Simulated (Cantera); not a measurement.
## Equilibrium for chemical vapour transport: Fe2O3 + Cl2 + O2

Feed: 1 mol Fe2O3, 0.012 mol Cl2, 0.05 mol O2, held at 0.350 bar.

These are equilibrium values from Cantera (NASA tables, ideal gas, pure condensed phases), not measurements of a reactor. Candidate condensed phases: Fe, FeCl2, FeCl3, FeO, Fe2O3, Fe3O4; 13 gas species. Kinetics and transport are ignored.

```json
[
 {"T (°C)": "700", "x O2": "0.807", "x Cl2": "0.193", "x FeCl3": "0.000283", "x FeCl2": "2.68e-6", "x Cl": "0.000191", "n Fe2O3(s)": "1.000"},
 {"T (°C)": "750", "x O2": "0.807", "x Cl2": "0.192", "x FeCl3": "0.000677", "x FeCl2": "1.25e-5", "x Cl": "0.000403", "n Fe2O3(s)": "1.000"},
 {"T (°C)": "800", "x O2": "0.807", "x Cl2": "0.191", "x FeCl3": "0.00147", "x FeCl2": "5.01e-5", "x Cl": "0.000794", "n Fe2O3(s)": "1.000"},
 {"T (°C)": "850", "x O2": "0.807", "x Cl2": "0.188", "x FeCl3": "0.00294", "x FeCl2": "0.000175", "x Cl": "0.00147", "n Fe2O3(s)": "1.000"},
 {"T (°C)": "900", "x O2": "0.808", "x Cl2": "0.183", "x FeCl3": "0.00540", "x FeCl2": "0.000538", "x Cl": "0.00256", "n Fe2O3(s)": "1.000"},
 {"T (°C)": "950", "x O2": "0.810", "x Cl2": "0.175", "x FeCl3": "0.00913", "x FeCl2": "0.00148", "x Cl": "0.00423", "n Fe2O3(s)": "1.000"},
 {"T (°C)": "1000", "x O2": "0.812", "x Cl2": "0.163", "x FeCl3": "0.0141", "x FeCl2": "0.00362", "x Cl": "0.00663", "n Fe2O3(s)": "0.999"},
 {"T (°C)": "1050", "x O2": "0.814", "x Cl2": "0.148", "x FeCl3": "0.0199", "x FeCl2": "0.00795", "x Cl": "0.00986", "n Fe2O3(s)": "0.999"},
 {"T (°C)": "1100", "x O2": "0.817", "x Cl2": "0.128", "x FeCl3": "0.0253", "x FeCl2": "0.0157", "x Cl": "0.0139", "n Fe2O3(s)": "0.999"}
]
```
x: gas mole fraction; n: condensed amount in mol.

From 700 °C to 1100 °C the condensed part is Fe2O3(s). The main Fe-bearing gas is FeCl3 throughout.
